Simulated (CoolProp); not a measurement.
Vapour-liquid equilibrium of m-xylene (1) + n-decane (2) at 0.56 MPa; x and y are mole fractions of (1).

Values from CoolProp's multi-fluid Helmholtz-energy mixture model, Zhou 2012 and Lemmon 2006; pair parameters Bell 2016.

| x | bubble temperature, mixture model (K) | bubble temperature, Raoult's law (K) | y, mixture model | y, Raoult's law |
|---|---|---|---|---|
| 0.05 | 526.6 | 526.5 | 0.082 | 0.093 |
| 0.2 | 519.3 | 519.1 | 0.300 | 0.330 |
| 0.35 | 512.7 | 512.4 | 0.482 | 0.518 |
| 0.5 | 506.7 | 506.4 | 0.636 | 0.669 |
| 0.65 | 501.2 | 500.9 | 0.766 | 0.792 |
| 0.8 | 496.1 | 495.8 | 0.878 | 0.892 |
| 0.95 | 491.3 | 491.2 | 0.972 | 0.975 |

The largest gap from Raoult's law is +0.3 K in bubble temperature, at x = 0.5. No azeotrope shows between x = 0.05 and 0.95.

Pair parameters are fitted to limited data, so mixtures are less certain than the pure fluids.
